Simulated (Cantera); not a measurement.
Nitride etching: AlN + Cl2 + H2

A closed system holds: 1 mol AlN, a varied amount of Cl2, 5.9 mol H2, held at 1102 °C and 0.790 bar.

Method: chemical equilibrium by Gibbs-energy minimisation in Cantera with the NASA 1993 tables (ideal gas, pure condensed phases). Candidate condensed phases: Al, AlCl3, AlN, NH4Cl; 20 gas species. The tables' values for AlCl2 are old estimates; treat these amounts as uncertain. Kinetics and transport are ignored.

```json
[
 {"n(Cl2) (mol)": "1.5", "log p HCl": "-1.12", "log p H2": "-0.23", "log p Cl2": "-9.84", "log p AlCl3": "-1.09", "log p N2": "-1.39", "log p Cl": "-6.55", "log p AlCl2": "-3.40", "n AlN(s)": "0.237"},
 {"n(Cl2) (mol)": "2", "log p HCl": "-1.00", "log p H2": "-0.27", "log p Cl2": "-9.56", "log p AlCl3": "-1.00", "log p N2": "-1.30", "log p Cl": "-6.41", "log p AlCl2": "-3.45", "n AlN(s)": "0"},
 {"n(Cl2) (mol)": "2.7", "log p HCl": "-0.66", "log p H2": "-0.36", "log p Cl2": "-8.78", "log p AlCl3": "-1.04", "log p N2": "-1.34", "log p Cl": "-6.02", "log p AlCl2": "-3.87", "n AlN(s)": "0"},
 {"n(Cl2) (mol)": "3.7", "log p HCl": "-0.44", "log p H2": "-0.52", "log p Cl2": "-8.20", "log p AlCl3": "-1.09", "log p N2": "-1.39", "log p Cl": "-5.73", "log p AlCl2": "-4.21", "n AlN(s)": "0"},
 {"n(Cl2) (mol)": "5", "log p HCl": "-0.29", "log p H2": "-0.76", "log p Cl2": "-7.66", "log p AlCl3": "-1.14", "log p N2": "-1.44", "log p Cl": "-5.46", "log p AlCl2": "-4.54", "n AlN(s)": "0"},
 {"n(Cl2) (mol)": "6.7", "log p HCl": "-0.19", "log p H2": "-1.36", "log p Cl2": "-6.84", "log p AlCl3": "-1.20", "log p N2": "-1.50", "log p Cl": "-5.05", "log p AlCl2": "-5.01", "n AlN(s)": "0"},
 {"n(Cl2) (mol)": "9", "log p HCl": "-0.21", "log p H2": "-7.15", "log p Cl2": "-1.09", "log p AlCl3": "-1.28", "log p N2": "-1.58", "log p Cl": "-2.18", "log p AlCl2": "-7.96", "n AlN(s)": "0"},
 {"n(Cl2) (mol)": "12", "log p HCl": "-0.29", "log p H2": "-7.70", "log p Cl2": "-0.71", "log p AlCl3": "-1.36", "log p N2": "-1.66", "log p Cl": "-1.98", "log p AlCl2": "-8.23", "n AlN(s)": "0"},
 {"n(Cl2) (mol)": "16", "log p HCl": "-0.37", "log p H2": "-8.06", "log p Cl2": "-0.52", "log p AlCl3": "-1.45", "log p N2": "-1.75", "log p Cl": "-1.89", "log p AlCl2": "-8.41", "n AlN(s)": "0"}
]
```
log p: log10 of the partial pressure in bar; n: condensed amount in mol.

At 1.5 mol Cl2 the condensed part is AlN(s). From 2 mol Cl2 to 16 mol Cl2 nothing is condensed. The main Al-bearing gas is AlCl3 throughout.
